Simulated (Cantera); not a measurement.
A perfectly stirred reactor is fed with 7.63 % CH₄, 1.37 % C₂H₆, 0.549 % C₃H₈, 19.0 % O₂, 71.5 % N₂, at 340000 Pa; it is adiabatic with a 675 K inlet, and is followed from long to short residence time, starting on the burning branch (τ in s: 0.032, 0.017, 0.0096, 0.0052, 0.0029, 0.0016, 0.00087, 0.00047, 0.00026, 0.00014, 7.8e-05).

Cantera simulation using GRI-Mech 3.0 (53 species, 325 reactions); the numbers are that mechanism's predictions, not measurements.

One state of this run: T (K) = 2395; x CH₄ = 1.27e-5; x C₂H₆ = 1.23e-7; x C₃H₈ = 5.39e-8; x HO₂ = 3.44e-7; x CO = 0.0506; x C₂H₂ = 3.25e-6; x O₂ = 0.000634. x: mole fraction; the columns are a selection and need not sum to one.

### Question
Which value of τ (s) does it belong to?
(A) 0.00026
(B) 0.0096
(C) 0.0052
(D) 7.8e-5

### Answer
B, 0.0096
